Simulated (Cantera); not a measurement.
# Low-pressure radical oxidation in H2/O2

An isothermal, constant-pressure homogeneous reactor starts with 23.7 % H2, 76.3 % O2, at 1100 K and 0.0263 atm.

Detailed kinetics in Cantera: the H2/O2 subset of GRI-Mech 3.0, which has no nitrogen chemistry. Radical loss at walls, strong at low pressure, is not modelled. The temperature is held fixed by assumption; the heat of reaction is taken as removed at once.

| t (s) | x H2 | x O2 | x H2O | x OH | x HO2 | x O |
|---|---|---|---|---|---|---|
| 0.000500 | 0.237 | 0.763 | 3.43e-5 | 5.56e-6 | 3.36e-7 | 1.13e-5 |
| 0.00135 | 0.0168 | 0.662 | 0.181 | 0.00873 | 2.38e-5 | 0.0514 |
| 0.00362 | 0.00484 | 0.711 | 0.248 | 0.00482 | 2.71e-5 | 0.0177 |
| 0.00976 | 0.000574 | 0.729 | 0.266 | 0.00148 | 1.52e-5 | 0.00197 |
| 0.0263 | 5.84e-5 | 0.731 | 0.268 | 0.000469 | 3.84e-6 | 0.000204 |
| 0.0707 | 8.13e-6 | 0.731 | 0.268 | 0.000187 | 8.17e-7 | 3.21e-5 |
| 0.190 | 1.61e-6 | 0.732 | 0.268 | 8.88e-5 | 2.05e-7 | 7.18e-6 |
| 0.512 | 4.11e-7 | 0.732 | 0.268 | 4.66e-5 | 6.05e-8 | 1.99e-6 |
| 1.38 | 1.22e-7 | 0.732 | 0.268 | 2.60e-5 | 2.03e-8 | 6.20e-7 |
| 3.71 | 3.99e-8 | 0.732 | 0.268 | 1.50e-5 | 8.26e-9 | 2.08e-7 |
| 10.0 | 1.39e-8 | 0.732 | 0.268 | 8.93e-6 | 5.11e-9 | 7.33e-8 |
x: mole fraction; the columns are a selection and need not sum to one.

Equilibrium at this temperature and pressure: H2 2.55e-9, O2 0.732, H2O 0.268, OH 3.78e-6, HO2 6.73e-9, O 1.32e-8 (gas phase only).
